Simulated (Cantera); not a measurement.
Gas mixture: 100 % CH3OH, at 0.680 bar, frozen composition.

Cantera's kinetic-theory transport with the Lennard-Jones parameters of GRI-Mech 3.0, ideal gas; thermal conductivity in the multicomponent form. Polar gases are described roughly by these parameters.

D: mixture-averaged diffusion coefficient of that species in the mixture.

```tsv
T (K)	ρ (kg/m³)	cp (J/kg/K)	μ (µPa s)	λ (mW/m/K)	Pr	D (cm²/s) H2O	D (cm²/s) H2	D (cm²/s) N2
400	0.655	1604	13.1	28.1	0.748	0.406	1.57	0.395
500	0.524	…	…	…	0.748	…	…	…
600	0.437	2101	19.7	55.2	0.749	0.915	3.19	0.825
700	0.374	2314	22.8	70.3	0.750	1.24	4.15	1.08
800	0.328	2491	…	…	0.751	…	…	…
900	0.291	2643	28.6	101	0.751	1.99	6.36	1.68
1000	0.262	2798	31.3	117	0.751	2.43	7.59	2.01
```

**Question.** Complete the blanks.

**Answer.** 
- 500, cp (J/kg/K): 1858
- 500, μ (µPa s): 16.4
- 500, λ (mW/m/K): 40.8
- 500, D (cm²/s) H2O: 0.637
- 500, D (cm²/s) H2: 2.33
- 500, D (cm²/s) N2: 0.595
- 800, μ (µPa s): 25.8
- 800, λ (mW/m/K): 85.5
- 800, D (cm²/s) H2O: 1.60
- 800, D (cm²/s) H2: 5.21
- 800, D (cm²/s) N2: 1.37
